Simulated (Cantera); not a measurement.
Charge: 1 mol C3H6, 0.031 mol O2, 0.4 mol N2, at 1773 K and 2.20 mbar.

Cantera equilibrium calculation (NASA polynomials, part measured and part estimated; ideal gas, pure solids and liquids). Candidate condensed phases: C, C6H6, C7H8, C8H18, H2O; 136 gas species. Kinetics and transport are ignored.

Base state: H2 0.860, N2 0.114, CO 0.0179, H 0.00563, HCN 0.00168, C2H2 (acetylene) 0.000120, HNC 6.01e-5 (mole fractions); condensed: C(graphite).

### Question
What changes in the equilibrium state with this change: pressure from 2.20 mbar to 3.10 bar?

### Answer
| species | before | after |
|---|---|---|
| H2 | 0.860 | 0.863 |
| N2 | 0.114 | 0.115 |
| CO | 0.0179 | 0.0179 |
| H | 0.00563 | 0.000150 |
| CH4 | 1.37e-6 | 0.00195 |
| NH3 | 1.83e-8 | 2.60e-5 |
| H2O | 1.10e-8 | 1.57e-5 |
| HCN | 0.00168 | 0.00169 |
| HNC | 6.01e-5 | 6.04e-5 |
| C(graphite), mol | 2.93 | 2.92 |
